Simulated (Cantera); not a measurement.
Mixture: CO : H2 : O2 : N2 = 1 : 0.038 : 0.273 : 1.03 (molar parts), equivalence ratio 1.9, at 720000 Pa, adiabatic and at constant volume. Ignition delay is the time to a rise of 400 K.

Cantera simulation using GRI-Mech 3.0 (53 species, 325 reactions); the numbers are that mechanism's predictions, not measurements. The hydrogen kinetics of GRI-Mech 3.0 are dated; newer H2 mechanisms differ, most at raised pressure. Where the delays flatten at high temperature, the 400 K rule measures the pace of heat release, not the induction time.

Question: What does this change do: H2 0.038 to 0.03 parts?

Answer: 
```tsv
quantity	before	after
delay at 1075 K	0.437 ms	0.485 ms
delay at 1175 K	63.0 µs	71.4 µs
delay at 1275 K	20.4 µs	22.9 µs
delay at 1375 K	11.0 µs	12.4 µs
apparent activation energy between 1325 and 1425 K	75 kJ/mol	76 kJ/mol
```

Question: What does this change do: constant pressure in place of constant volume?

Answer: 
| quantity | before | after |
|---|---|---|
| delay at 1075 K | 0.437 ms | 0.493 ms |
| delay at 1175 K | 63.0 µs | 68.2 µs |
| delay at 1275 K | 20.4 µs | 22.2 µs |
| delay at 1375 K | 11.0 µs | 12.3 µs |
| apparent activation energy between 1325 and 1425 K | 75 kJ/mol | 71 kJ/mol |

Question: What does this change do: pressure from 720000 Pa to 1000000 Pa?

Answer: 
| quantity | before | after |
|---|---|---|
| delay at 1075 K | 0.437 ms | 0.455 ms |
| delay at 1175 K | 63.0 µs | 67.6 µs |
| delay at 1275 K | 20.4 µs | 18.2 µs |
| delay at 1375 K | 11.0 µs | 8.73 µs |
| apparent activation energy between 1325 and 1425 K | 75 kJ/mol | 88 kJ/mol |
